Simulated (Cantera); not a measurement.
Input: 1 mol B, 0.94 mol Cl₂, 8 mol N₂, equilibrated at 1550 K and 560000 Pa.

These are equilibrium values from Cantera (NASA tables, ideal gas, pure condensed phases), not measurements of a reactor. Candidate condensed phases: B, BN; 10 gas species. The tables' values for BCl₂ are old estimates; treat these amounts as uncertain. The numbers say what is thermodynamically allowed, not how fast it happens.

Base state: N₂ 0.926, BCl₃ 0.0742, Cl 6.21e-5, BCl₂ 1.52e-5 (mole fractions); condensed: BN(s).

Task: What changes in the equilibrium state with this change: Cl₂ from 0.94 to 0.13 mol?

Result: 
```
species      before    after
----------  -------  -------
N₂            0.926    0.989
BCl₃         0.0742   0.0113
Cl          6.21e-5  3.35e-5
BCl₂        1.52e-5  4.30e-6
BN(s), mol    0.373    0.913
```

Task: What changes in the equilibrium state with this change: Cl₂ from 0.94 to 0.3 mol?

Result: 
```tsv
species	before	after
N₂	0.926	0.974
BCl₃	0.0742	0.0256
Cl	6.21e-5	4.39e-5
BCl₂	1.52e-5	7.42e-6
BN(s), mol	0.373	0.800
```
